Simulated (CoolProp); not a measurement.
The numbers come from the reference Helmholtz-energy equation of state, Lemmon 2004 in CoolProp. It is a short technical equation, of lower accuracy than the large ones.

Problem. For n-dodecane, give the phase and the density (kg/m³), cp (kJ/(kg K)), isothermal compressibility (1/MPa) at 377.6 K and 3.53 MPa; 441.7 K and 3.53 MPa.

Solution. 
- 377.6 K and 3.53 MPa: liquid; density 691, cp 2.50, isothermal compressibility 0.00164
- 441.7 K and 3.53 MPa: liquid; density 642, cp 2.75, isothermal compressibility 0.00268
